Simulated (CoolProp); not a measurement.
Aqueous potassium acetate as a coolant, at -1 °C, 1 atm.

The numbers come from the Melinder's fits for secondary coolants in CoolProp.

```csv
mass %,freezing point (°C),viscosity (mPa s),density (kg/m³),cp (kJ/(kg K)),conductivity (W/(m K))
8.3,-3.6,2.25,1047,___,0.537
12.4,-5.9,2.49,1068,3.720,0.525
16.5,-8.5,2.76,1089,3.588,0.512
20.6,-11.7,3.11,1111,3.463,0.500
24.7,-15.9,3.54,1135,3.341,0.488
28.8,-21.3,___,1159,3.222,___
32.9,-28.0,4.88,1183,3.104,0.466
```

Q: Complete the blanks.

A: 
- 8.3, cp (kJ/(kg K)): 3.863
- 28.8, viscosity (mPa s): 4.12
- 28.8, conductivity (W/(m K)): 0.477
